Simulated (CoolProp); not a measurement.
Model: reference Helmholtz-energy equation of state, McLinden 2015, in CoolProp.

Problem. Give the vapour pressure (MPa), vapour density (kg/m³), enthalpy of vaporisation (kJ/kg), liquid cp (kJ/(kg K)) of saturated the fluoroketone C6F12O (FK-5-1-12) at -6.05, 29.55 °C.

Solution. 
```csv
T (°C),p (MPa),vapour density (kg/m³),enthalpy of vaporisation (kJ/kg),liquid cp (kJ/(kg K))
-6.05,0.00899,1.29,103,1.09
29.55,0.0488,6.37,93.6,1.11
```
